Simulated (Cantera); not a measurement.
Feed: 1 mol SiCl₄, 0.78 mol Cl₂, 0.84 mol H₂, 1.2 mol NH₃, held at 2.10 bar.

These are equilibrium values from Cantera (NASA tables, ideal gas, pure condensed phases), not measurements of a reactor. Candidate condensed phases: NH₄Cl, Si, Si₃N₄; 28 gas species. The tables' values for SiCl₃ are old estimates; treat these amounts as uncertain. The numbers say what is thermodynamically allowed, not how fast it happens.

log p: log10 of the partial pressure in bar; n: condensed amount in mol.

```json
[
 {"T (K)": "548", "log p SiCl₄": "-0.01", "log p HCl": "-0.23", "log p H₂": "-0.39", "log p N₂": "-0.93", "log p NH₃": "-2.01", "log p SiHCl₃": "-5.32", "log p SiCl₃": "-11.51", "n NH₄Cl(s)": "0.951", "n Si₃N₄(s)": "0"},
 {"T (K)": "598", "log p SiCl₄": "-0.38", "log p HCl": "-0.18", "log p H₂": "-0.12", "log p N₂": "-0.61", "log p NH₃": "-1.85", "log p SiHCl₃": "-4.89", "log p SiCl₃": "-10.36", "n NH₄Cl(s)": "0", "n Si₃N₄(s)": "0"},
 {"T (K)": "648", "log p SiCl₄": "-0.38", "log p HCl": "-0.18", "log p H₂": "-0.11", "log p N₂": "-0.60", "log p NH₃": "?", "log p SiHCl₃": "?", "log p SiCl₃": "-9.16", "n NH₄Cl(s)": "0", "n Si₃N₄(s)": "0"},
 {"T (K)": "698", "log p SiCl₄": "-0.38", "log p HCl": "-0.18", "log p H₂": "-0.11", "log p N₂": "-0.60", "log p NH₃": "?", "log p SiHCl₃": "?", "log p SiCl₃": "-8.14", "n NH₄Cl(s)": "0", "n Si₃N₄(s)": "0"},
 {"T (K)": "748", "log p SiCl₄": "-0.38", "log p HCl": "-0.18", "log p H₂": "-0.11", "log p N₂": "-0.60", "log p NH₃": "-2.75", "log p SiHCl₃": "-3.66", "log p SiCl₃": "-7.25", "n NH₄Cl(s)": "0", "n Si₃N₄(s)": "0"},
 {"T (K)": "798", "log p SiCl₄": "-0.38", "log p HCl": "-0.18", "log p H₂": "-0.11", "log p N₂": "-0.60", "log p NH₃": "-2.98", "log p SiHCl₃": "-3.36", "log p SiCl₃": "-6.48", "n NH₄Cl(s)": "0", "n Si₃N₄(s)": "0"},
 {"T (K)": "848", "log p SiCl₄": "-0.38", "log p HCl": "-0.18", "log p H₂": "-0.11", "log p N₂": "-0.60", "log p NH₃": "-3.19", "log p SiHCl₃": "-3.09", "log p SiCl₃": "-5.80", "n NH₄Cl(s)": "0", "n Si₃N₄(s)": "0"},
 {"T (K)": "898", "log p SiCl₄": "-0.38", "log p HCl": "-0.17", "log p H₂": "-0.11", "log p N₂": "-0.61", "log p NH₃": "-3.38", "log p SiHCl₃": "-2.88", "log p SiCl₃": "-5.22", "n NH₄Cl(s)": "0", "n Si₃N₄(s)": "0.00323"},
 {"T (K)": "948", "log p SiCl₄": "-0.39", "log p HCl": "-0.16", "log p H₂": "-0.12", "log p N₂": "-0.61", "log p NH₃": "-3.57", "log p SiHCl₃": "-2.71", "log p SiCl₃": "-4.71", "n NH₄Cl(s)": "0", "n Si₃N₄(s)": "0.00891"},
 {"T (K)": "998", "log p SiCl₄": "-0.40", "log p HCl": "-0.14", "log p H₂": "-0.13", "log p N₂": "-0.62", "log p NH₃": "-3.74", "log p SiHCl₃": "-2.55", "log p SiCl₃": "-4.26", "n NH₄Cl(s)": "0", "n Si₃N₄(s)": "0.0140"},
 {"T (K)": "1048", "log p SiCl₄": "-0.41", "log p HCl": "-0.13", "log p H₂": "-0.14", "log p N₂": "-0.63", "log p NH₃": "-3.89", "log p SiHCl₃": "-2.41", "log p SiCl₃": "-3.85", "n NH₄Cl(s)": "0", "n Si₃N₄(s)": "0.0185"},
 {"T (K)": "1098", "log p SiCl₄": "-0.42", "log p HCl": "-0.11", "log p H₂": "-0.15", "log p N₂": "-0.64", "log p NH₃": "-4.03", "log p SiHCl₃": "-2.29", "log p SiCl₃": "-3.47", "n NH₄Cl(s)": "0", "n Si₃N₄(s)": "0.0225"},
 {"T (K)": "1148", "log p SiCl₄": "-0.42", "log p HCl": "-0.10", "log p H₂": "-0.15", "log p N₂": "-0.64", "log p NH₃": "-4.16", "log p SiHCl₃": "-2.17", "log p SiCl₃": "-3.14", "n NH₄Cl(s)": "0", "n Si₃N₄(s)": "0.0260"},
 {"T (K)": "1198", "log p SiCl₄": "-0.43", "log p HCl": "-0.10", "log p H₂": "-0.16", "log p N₂": "-0.65", "log p NH₃": "-4.28", "log p SiHCl₃": "-2.07", "log p SiCl₃": "-2.83", "n NH₄Cl(s)": "0", "n Si₃N₄(s)": "0.0290"}
]
```

Problem. What belongs in the gaps?

Solution. 
- 648, log p NH₃: -2.19
- 648, log p SiHCl₃: -4.41
- 698, log p NH₃: -2.48
- 698, log p SiHCl₃: -4.01
